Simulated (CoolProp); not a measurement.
Vapour-liquid equilibrium of ethane (1) + n-perfluorobutane (2) at 267.5 K; x and y are mole fractions of (1).

The numbers come from the multi-fluid Helmholtz-energy mixture model, Bücker 2006 and Gao 2022; pair parameters Bell 2016 in CoolProp.

```csv
x,"bubble pressure, mixture model (MPa)","bubble pressure, Raoult's law (MPa)","y, mixture model","y, Raoult's law"
0.05,0.2372,0.1868,0.629,0.556
0.125,0.4648,0.3360,0.810,0.772
0.2,0.6778,0.4852,0.870,0.856
0.275,0.8641,0.6344,0.898,0.900
0.35,1.020,0.7836,0.915,0.928
0.425,1.149,0.9328,0.926,0.946
0.5,1.258,1.082,0.934,0.960
0.575,1.357,1.231,0.941,0.970
0.65,1.453,1.380,0.948,0.978
0.725,1.555,1.530,0.956,0.984
0.8,1.670,1.679,0.965,0.990
0.875,1.804,1.828,0.976,0.994
0.95,1.959,1.977,0.989,0.998
```

The largest gap from Raoult's law is +39.7 % in bubble pressure, at x = 0.2. No azeotrope shows between x = 0.05 and 0.95.

Pair parameters are fitted to limited data, so mixtures are less certain than the pure fluids. The gap from Raoult's law changes sign with composition, which may be real or a fault of the pair parameters; it wasn't checked against measurements.
